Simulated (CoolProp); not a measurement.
Properties of R143a along the isotherm 437.9 K.

The numbers come from the reference Helmholtz-energy equation of state, Lemmon and Jacobsen 2000 in CoolProp.

| p (kPa) | phase | density (kg/m³) | cp (kJ/(kg K)) | Joule-Thomson coefficient (K/MPa) | viscosity (µPa s) | Prandtl number |
|---|---|---|---|---|---|---|
| 1040 | gas | 25.12 | 1.223 | 5.932 | (withheld) | 0.660 |
| 2090 | gas | 53.01 | 1.269 | 5.990 | 17.0 | 0.697 |
| 3130 | gas | 83.58 | 1.323 | 6.009 | 17.9 | (withheld) |
| 4180 | supercritical | 117.9 | 1.388 | 5.969 | 19.0 | 0.800 |
| 5220 | supercritical | 155.6 | (withheld) | 5.847 | 20.4 | 0.870 |
| 6270 | supercritical | 197.7 | 1.552 | 5.616 | 22.2 | 0.955 |
| 7310 | supercritical | 243.0 | 1.643 | (withheld) | 24.5 | 1.05 |
| 8360 | supercritical | 291.4 | 1.730 | 4.780 | 27.2 | (withheld) |
| 9400 | supercritical | 340.0 | 1.797 | 4.213 | 30.3 | 1.27 |

**Question.** Some entries are withheld; supply them.

**Answer.** 
- 1040, viscosity (µPa s): 16.4
- 3130, Prandtl number: 0.743
- 5220, cp (kJ/(kg K)): 1.464
- 7310, Joule-Thomson coefficient (K/MPa): 5.262
- 8360, Prandtl number: 1.16

Viscosity comes from a separate model (Klein 1997), an estimate that may be off by 10 % or more. Thermal conductivity comes from a separate model (McLinden 2000), an estimate that may be off by 10 % or more.
